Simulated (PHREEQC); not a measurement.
Acid mine or pickling water

Synthetic water in mg/L, 85 °C, pH 3.29, pe 12.8:

| constituent | mg/L |
|---|---|
| Na | 240 |
| K | 199 |
| Ca | 106 |
| Mg | 6.89 |
| Cl | 250 |
| S(6) as SO4 | 640 |
| Al | 8.4 |
| Cu(2) | 0.418 |
| N(5) as NO3 | 16.4 |

Valence states are taken as typed.

All values are PHREEQC results (ion-association model, phreeqc.dat), not measurements.

No solid was allowed to form.

Q: What ionic strength, charge-balance error, specific conductance does the model give?

A: ionic strength 0.0260 mol/kgw; charge-balance error 7.7 %; specific conductance 6100 µS/cm.

Q: In which forms is Cu present?

A: Cu+2 68 %, CuSO4 24 %, CuCl+ 7.8 % of the Cu.

Complexes and solids missing from the database can't appear. At this temperature some constants are extrapolated from 25 °C, and those without enthalpy data are left unchanged.
